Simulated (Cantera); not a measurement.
A closed system holds: 1 mol Si, 0.7 mol CO2, 14 mol H2, equilibrated at 0.240 Pa.

Cantera equilibrium calculation (NASA polynomials, part measured and part estimated; ideal gas, pure solids and liquids). Candidate condensed phases: C, C6H6, C7H8, C8H18, H2O, Si, SiC, SiO2; 123 gas species. Kinetics and transport are ignored.

Question: Which condensed phases are stable at each of these points (T (K)): 1225, 1275, 1325, 1375, 1425, 1475, 1525, 1575, 1625, 1675, 1725?

Answer: 
```csv
T (K),condensed phases,Si condensed (%)
1225,SiC(s),15.0
1275,SiC(s),15.0
1325,SiC(s),15.0
1375,SiC(s),15.0
1425,SiC(s),14.9
1475,SiC(s),14.6
1525,SiC(s),13.7
1575,SiC(s),10.8
1625,SiC(s),3.3
1675,gas only,0.0
1725,gas only,0.0
```

From 1225 K to 1625 K the condensed part is SiC(s). From 1675 K to 1725 K nothing is condensed.
